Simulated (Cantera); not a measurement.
A freely propagating, adiabatic, planar premixed flame of 2.79 % CH4, 1.12 % C2H6, 2.43 % C3H8, 19.7 % O2, 74.0 % N2, equivalence ratio 1.1, unburnt at 425 K and 4.40 bar; mixture-averaged transport, grid criteria slope 0.08 and curve 0.16, no radiation.

Computed with Cantera and GRI-Mech 3.0 (53 species, 325 reactions). GRI-Mech 3.0 was tuned for natural gas; its chemistry of propane as a main component is partial and can be far from experiment. Burning velocities carry a grid error of a few per cent, more on coarse grids.

Question: Predict: laminar burning velocity; thermal thickness; peak x(HCN).

Answer: 
```json
{
 "laminar_burning_velocity": "53.3 cm/s",
 "thermal_thickness": "0.0997 mm",
 "peak x(HCN)": "8.06e-6"
}
```
